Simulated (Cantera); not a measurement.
## (CH3)2SiCl2 + H2 (silicon carbide growth)

Input: 1 mol (CH3)2SiCl2, 14 mol H2, at 1300 Pa.

These are equilibrium values from Cantera (NASA tables, ideal gas, pure condensed phases), not measurements of a reactor. Candidate condensed phases: C, C6H6, C7H8, C8H18, Si, SiC; 109 gas species. The feed counts by its element totals alone. The tables' values for SiCl are old estimates; treat these amounts as uncertain. Gases not in the tables: Si2H6 and higher silanes. Rates play no part.

```json
[
 {"T (°C)": "1450", "x H2": "0.888", "x H": "0.00151", "x HCl": "0.109", "x Si": "1.26e-6", "x Cl": "0.000144", "x SiC2": "1.15e-8", "x C2H2 (acetylene)": "8.04e-5", "x Si2C": "8.72e-9", "n C(graphite)": "1.01", "n SiC(s)": "0.986"},
 {"T (°C)": "1550", "x H2": "0.886", "x H": "0.00358", "x HCl": "0.108", "x Si": "9.09e-6", "x Cl": "0.000334", "x SiC2": "1.51e-7", "x C2H2 (acetylene)": "0.000187", "x Si2C": "1.09e-7", "n C(graphite)": "1.01", "n SiC(s)": "0.980"},
 {"T (°C)": "1650", "x H2": "0.883", "x H": "0.00776", "x HCl": "0.107", "x Si": "5.32e-5", "x Cl": "0.000709", "x SiC2": "1.51e-6", "x C2H2 (acetylene)": "0.000398", "x Si2C": "1.04e-6", "n C(graphite)": "1.01", "n SiC(s)": "0.973"},
 {"T (°C)": "1750", "x H2": "0.875", "x H": "0.0156", "x HCl": "0.105", "x Si": "0.000261", "x Cl": "0.00139", "x SiC2": "1.20e-5", "x C2H2 (acetylene)": "0.000782", "x Si2C": "7.88e-6", "n C(graphite)": "1.01", "n SiC(s)": "0.961"},
 {"T (°C)": "1850", "x H2": "0.861", "x H": "0.0292", "x HCl": "0.102", "x Si": "0.00110", "x Cl": "0.00254", "x SiC2": "7.80e-5", "x C2H2 (acetylene)": "0.00143", "x Si2C": "4.91e-5", "n C(graphite)": "1.01", "n SiC(s)": "0.932"},
 {"T (°C)": "1950", "x H2": "0.836", "x H": "0.0514", "x HCl": "0.0976", "x Si": "0.00407", "x Cl": "0.00435", "x SiC2": "0.000426", "x C2H2 (acetylene)": "0.00243", "x Si2C": "0.000258", "n C(graphite)": "1.04", "n SiC(s)": "0.846"},
 {"T (°C)": "2050", "x H2": "0.793", "x H": "0.0850", "x HCl": "0.0904", "x Si": "0.0134", "x Cl": "0.00697", "x SiC2": "0.00200", "x C2H2 (acetylene)": "0.00384", "x Si2C": "0.00117", "n C(graphite)": "1.18", "n SiC(s)": "0.571"},
 {"T (°C)": "2150", "x H2": "0.724", "x H": "0.132", "x HCl": "0.0814", "x Si": "0.0315", "x Cl": "0.0106", "x SiC2": "0.00650", "x C2H2 (acetylene)": "0.00560", "x Si2C": "0.00289", "n C(graphite)": "1.44", "n SiC(s)": "0"},
 {"T (°C)": "2250", "x H2": "0.657", "x H": "0.198", "x HCl": "0.0752", "x Si": "0.0322", "x Cl": "0.0159", "x SiC2": "0.00891", "x C2H2 (acetylene)": "0.00783", "x Si2C": "0.00143", "n C(graphite)": "1.24", "n SiC(s)": "0"}
]
```
x: gas mole fraction; n: condensed amount in mol.

From 1450 °C to 2050 °C the condensed part is C(graphite) + SiC(s). From 2150 °C to 2250 °C the condensed part is C(graphite). The main Si-bearing gas is SiCl2 at 1450 °C and Si at 2250 °C.
